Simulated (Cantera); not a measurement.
**Equilibrium for hydrogen reduction and annealing atmospheres: Al₂O₃ + H₂ + H₂O**

Charge: 1 mol Al₂O₃, 2.4 mol H₂, 0.43 mol H₂O, at 15.0 Pa.

Equilibrium computed with Cantera from the NASA thermochemical tables; the gas is ideal and each condensed phase is pure. Candidate condensed phases: Al, Al₂O₃, H₂O; 19 gas species. The tables' values for AlOH are old estimates; treat these amounts as uncertain. Rates play no part.

| T (°C) | log p H₂ | log p H₂O | log p H | log p OH | log p O | log p O₂ | log p AlOH | n Al₂O₃(s) |
|---|---|---|---|---|---|---|---|---|
| 852 | -3.90 | -4.64 | -9.30 | -12.33 | <-15 | <-15 | <-15 | 1.00 |
| 1002 | -3.90 | -4.64 | -8.08 | -10.76 | -14.96 | <-15 | <-15 | 1.00 |
| 1152 | -3.90 | -4.64 | -7.11 | -9.52 | -12.79 | -13.86 | -14.14 | 1.00 |
| 1302 | -3.90 | -4.64 | -6.33 | -8.52 | -11.02 | -12.11 | -12.36 | 1.00 |
| 1452 | -3.90 | -4.65 | -5.68 | -7.68 | -9.57 | -10.66 | -10.90 | 1.00 |
| 1602 | -3.92 | -4.66 | -5.14 | -6.99 | -8.33 | -9.43 | -9.69 | 1.000 |
| 1752 | -3.96 | -4.68 | -4.70 | -6.40 | -7.27 | -8.36 | -8.69 | 1.000 |
log p: log10 of the partial pressure in bar; n: condensed amount in mol.

From 852 °C to 1752 °C the condensed part is Al₂O₃(s).
